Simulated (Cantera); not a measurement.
An isothermal, constant-pressure homogeneous reactor starts with 3.54 % H2, 5.36 % O2, 91.1 % N2, at 1000 K and 0.420 bar.

Detailed kinetics in Cantera: the H2/O2 subset of GRI-Mech 3.0, which has no nitrogen chemistry. The temperature is held fixed by assumption; the heat of reaction is taken as removed at once.

One state of this run: x H2 = 1.79e-10; x O2 = 0.0366; x H = <1e-12; x H2O = 0.0360; x HO2 = 1.75e-10; x OH = 1.81e-7; x H2O2 = 1.29e-10. x: mole fraction; the columns are a selection and need not sum to one.

Question: Which value of t (s) does it belong to?
(A) 31.0
(B) 0.00267
(C) 9.63
(D) 0.928

Answer: C, 9.63
